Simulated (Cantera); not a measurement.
Feed: 1 mol Si, 0.16 mol N₂O, 8.1 mol H₂, 0.032 mol H₂O, held at 2025 K and 1 atm.

Method: chemical equilibrium by Gibbs-energy minimisation in Cantera with the NASA 1993 tables (ideal gas, pure condensed phases). Candidate condensed phases: H₂O, Si, SiO₂, Si₂N₂O, Si₃N₄; 35 gas species. Gases not in the tables: Si₂H₆ and higher silanes. Rates play no part.

Task: What is the equilibrium state?

Result: 
```
Quantity       Result
----------  ---------
x(H₂)           0.956
x(SiO)         0.0226
x(N₂)          0.0188
x(H)          0.00187
x(SiH₂)      0.000117
x(Si)         5.75e-5
x(SiH)        3.62e-5
x(H₂O)        1.42e-5
x(NH₃)        2.51e-6
n(Si(l))    0.806 mol
gas amount  8.492 mol
```
